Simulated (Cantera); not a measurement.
Input: 1 mol SiC, 0.28 mol H2O, 64 mol N2, equilibrated at 1498.15 K and 0.630 Pa.

Equilibrium computed with Cantera from the NASA thermochemical tables; the gas is ideal and each condensed phase is pure. Candidate condensed phases: C, C6H6, C7H8, C8H18, H2O, Si, SiC, SiO2, Si2N2O, Si3N4; 151 gas species. Rates play no part.

Base state: N2 0.991, H2 0.00411, CO 0.00229, SiO 0.00204, H 0.000440, Si 0.000248 (mole fractions); condensed: SiC(s).

### Question
What changes in the equilibrium state with this change: SiC replaced by Si3N4?

### Answer
| species | before | after |
|---|---|---|
| N2 | 0.991 | 0.990 |
| SiO | 0.00204 | 0.00420 |
| H2 | 0.00411 | 0.00398 |
| CO | 0.00229 | 0 |
| Si | 0.000248 | 0.00160 |
| H | 0.000440 | 0.000433 |
| SiC(s), mol | 0.852 | 0 |
| Si(s), mol | 0 | 2.61 |
